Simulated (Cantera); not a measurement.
An isothermal, constant-pressure homogeneous reactor starts with NH₃ : N₂ = 4.5 : 0.32 (molar parts), at 1775 K and 0.0118 atm.

Detailed kinetics in Cantera: the gas-phase N/H chemistry of the illustrative SiF4/NH3 mechanism in the Surface Chemkin manual (1991). Walls and surfaces, which speed up NH3 decomposition in real reactors, are not modelled.

x: mole fraction; the columns are a selection and need not sum to one.

```
t (s)     x NH₃       x N   x N₂H₂     x NH      x H₂
--------  -----  --------  -------  -------  --------
0.000900  0.934    <1e-12  1.29e-9  1.40e-9   6.65e-6
0.00201   0.934  2.08e-12        …        …         …
0.00447   0.934  2.40e-11  5.71e-8  5.83e-8   3.39e-5
0.00995   0.933  1.41e-10  3.26e-7  2.73e-7   8.37e-5
0.0222    0.933  6.38e-10  1.69e-6  9.82e-7  0.000280
0.0494    0.931   3.48e-9  5.61e-6  2.33e-6   0.00144
0.110     0.926   1.18e-8  7.42e-6  3.03e-6   0.00583
0.245     0.912   2.99e-8  7.29e-6  3.42e-6    0.0161
0.546     0.884   6.75e-8  6.90e-6  3.96e-6    0.0385
1.22      0.824         …        …  4.53e-6         …
2.71      0.711   1.96e-7  4.68e-6  4.84e-6     0.172
6.04      0.530   2.47e-7  2.91e-6  4.69e-6     0.313
13.5      0.311   2.70e-7  1.32e-6  3.98e-6     0.483
30.0      0.128   2.58e-7  3.87e-7  2.81e-6     0.625
```

Question: Fill in the missing entries.

Answer: 
- 0.00201, x N₂H₂: 9.24e-9
- 0.00201, x NH: 9.72e-9
- 0.00201, x H₂: 1.49e-5
- 1.22, x N: 1.28e-7
- 1.22, x N₂H₂: 6.07e-6
- 1.22, x H₂: 0.0848
